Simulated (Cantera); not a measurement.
A Cantera script and what it prints.

```python
import numpy as np
import cantera as ct

gas_names = """
    B BH BH2 BH3 BN BO BO2 B2 B2O B2O2 B2O3 B3O3H3 H HBO HBO2 HNO HNO2 HNO3 HO2 H2 H2O H2O2 H3B3O6 N NH
    NH2 NH3 NH2OH NO NO2 NO3 N2 N2H2 N2H4 N2O O OH O2 O3
""".split()
cond_names = """
    B(b) B(L) BN(s) B2O3(L) B3O3H3(cr) H2O(s) H2O(L)
""".split()


# ... load() reads the species with a 1 bar reference pressure and builds the phases ...
atoms = {
    'borazine': {'B': 3, 'N': 3, 'H': 6},
    'O2': {'O': 2},
}
top_T = {'BN(s)': 3200}  # K; cautious upper limits of use, not melting points


# ... equilibrate(T, P, feed) seeds the gas with the atoms and calls Mixture.equilibrate('TP', solver="vcs", rtol=1e-11, max_steps=5000) ...
results = []
feed = {'borazine': 1, 'O2': 0.056}  # mol
P = 2000  # Pa
for T in [1025, 1125, 1225, 1325, 1425, 1525, 1625, 1725, 1825, 1925, 2025, 2125, 2225, 2325]:
    mix = equilibrate(T, P, feed)
    results.append((T, P, feed, dict(zip(mix.species_names, mix.species_moles))))

top = {s: max(r[3][s] / sum(r[3][g] for g in gas_names) for r in results) for s in gas_names}
cols = sorted((s for s in top if top[s] > 1e-06), key=lambda s: -top[s])[:5]
seen = [c for c in cond_names if any(r[3].get(c, 0) > 1e-12 for r in results)]
print("log10 of partial pressures in bar; condensed amounts in mol")
print(f"{'T/K':>10s}" + "".join(f"{s[:9]:>10s}" for s in cols + seen))
for T, P, feed, n in results:
    ng = sum(n[g] for g in gas_names)
    print(f"{T:10.4g}" + "".join(f"{np.log10(max(n[s] / ng * P / 1e5, 1e-99)):10.3f}" for s in cols)
          + "".join(f"{n.get(c, 0):10.4g}" for c in seen))
```

Output:

```
log10 of partial pressures in bar; condensed amounts in mol
       T/K        H2        N2         H       HBO        BO      B(b)     BN(s)   B2O3(L)
      1025    -1.705    -3.616    -9.213    -8.748   -14.438         0     2.927   0.03672
      1125    -1.705    -3.616    -8.205    -7.425   -12.213         0     2.927   0.03667
      1225    -1.705    -3.617    -7.359    -6.324   -10.359         0     2.927   0.03636
      1325    -1.705    -3.618    -6.639    -5.394    -8.790         0     2.927    0.0352
      1425    -1.706    -3.619    -6.019    -4.598    -7.446         0     2.927   0.03104
      1525    -1.710    -3.606    -5.481    -3.915    -6.285         0     2.924   0.01513
      1625    -1.716    -3.544    -5.010    -3.516    -5.468         0     2.912         0
      1725    -1.720    -3.485    -4.591    -3.343    -4.926         0     2.898         0
      1825    -1.722    -3.456    -4.217    -3.273    -4.529         0     2.891         0
      1925    -1.725    -3.448    -3.882    -3.261    -4.225         0     2.888         0
      2025    -1.728    -3.444    -3.580    -3.279    -3.979         0     2.887         0
      2125    -1.741    -3.167    -3.311    -3.327    -3.784    0.1038     2.781         0
      2225    -1.792    -2.619    -3.085    -3.438    -3.655    0.7423      2.14         0
      2325    -1.923    -2.198    -2.920    -3.668    -3.624     2.876         0         0
```

Cantera equilibrium calculation (NASA polynomials, part measured and part estimated; ideal gas, pure solids and liquids). The feed counts by its element totals alone. Mutual solubility and eutectic melting of coexisting phases are not modelled. The tables' values for BH2 are old estimates; treat these amounts as uncertain.
